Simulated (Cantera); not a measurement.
Equilibrium for silicon nitride deposition: Si2Cl6 + NH3 + H2

Charge: 1 mol Si2Cl6, 3.9 mol NH3, 0.15 mol H2, equilibrated at 10.0 Torr.

Cantera equilibrium calculation (NASA polynomials, part measured and part estimated; ideal gas, pure solids and liquids). Candidate condensed phases: NH4Cl, Si, Si3N4; 28 gas species. The feed counts by its element totals alone. The tables' values for SiCl3 are old estimates; treat these amounts as uncertain. Rates play no part.

From 1098 K to 1448 K the condensed part is Si3N4(s). The main Si-bearing gas is SiCl4 at 1098 K and SiCl2 at 1448 K. The share of Si in condensed phases is highest at 1198 K (77.6 %) and lowest at 1448 K (58.1 %).

```csv
T (K),log p HCl,log p H2,log p N2,log p SiCl2,log p SiCl4,log p SiCl3,log p SiHCl3,log p H,n Si3N4(s)
1098,-2.24,-2.26,-2.88,-6.02,-3.19,-5.18,-5.04,-8.73,0.509
1148,-2.23,-2.26,-2.89,-5.45,-3.21,-4.85,-4.94,-8.28,0.514
1198,-2.22,-2.26,-2.89,-4.93,-3.24,-4.56,-4.85,-7.85,0.517
1248,-2.22,-2.27,-2.89,-4.46,-3.28,-4.30,-4.78,-7.46,0.517
1298,-2.22,-2.27,-2.89,-4.04,-3.33,-4.07,-4.73,-7.11,0.508
1348,-2.23,-2.27,-2.87,-3.67,-3.42,-3.90,-4.71,-6.77,0.488
1398,-2.25,-2.27,-2.84,-3.37,-3.55,-3.78,-4.73,-6.46,0.448
1448,-2.28,-2.27,-2.80,-3.13,-3.76,-3.73,-4.82,-6.17,0.387
```
log p: log10 of the partial pressure in bar; n: condensed amount in mol.
